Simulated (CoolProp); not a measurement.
A single-stage vapour-compression cycle with ethane: evaporating at 214.15 K (dew point), condensing at 243.15 K (bubble point), superheat 5 K, subcooling 5 K, compressor efficiency 0.7, no pressure losses. Each further row changes one setting.

The numbers come from the reference Helmholtz-energy equation of state, Bücker 2006 in CoolProp.

```
case                              cooling COP  pressure ratio  discharge temperature (K)  refrigerating effect (kJ/kg)  volumetric capacity (kJ/m³)
--------------------------------  -----------  --------------  -------------------------  ----------------------------  ---------------------------
as stated                                4.55            2.70                      280.1                           389                         2750
evaporating temperature 219.15 K         5.74            2.23                      273.7                           393                         3340
condensing temperature 238.15 K          5.64            2.32                      270.4                           403                         2850
subcooling 10 K                          4.71            2.70                      280.1                           403                         2850
superheat 15 K                           4.48            2.70                      291.4                           405                         2710
compressor efficiency 0.6                3.90            2.70                      287.7                           389                         2750
```
